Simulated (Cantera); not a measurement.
An isothermal, constant-pressure homogeneous reactor starts with 1.14 % C2H6, 98.9 % N2, at 1800 K and 10.00 Torr.

Detailed kinetics in Cantera: GRI-Mech 3.0 (53 species, 325 reactions). GRI-Mech 3.0 stops at C3 and has no aromatics, soot or wall deposition, so with more carbon than oxygen in the feed, carbon stays in small species such as C2H2 where larger ones or solid carbon would form. Radical loss at walls, strong at low pressure, is not modelled.

**Question.** Predict: x(HCN) at 100 s; x(CH3) at 100 s; x(H2) at 100 s; x(CH4) at 100 s; x(C2H4) at 100 s.

**Answer.** 
```
Property                                           Result
----------------  ---------------------------------------
x(HCN) at 100 s   0.000152 (gas-phase equilibrium 0.0200)
x(CH3) at 100 s   1.98e-8 (gas-phase equilibrium 3.54e-8)
x(H2) at 100 s      0.0220 (gas-phase equilibrium 0.0220)
x(CH4) at 100 s   4.67e-8 (gas-phase equilibrium 8.33e-8)
x(C2H4) at 100 s  7.51e-8 (gas-phase equilibrium 7.51e-9)
```
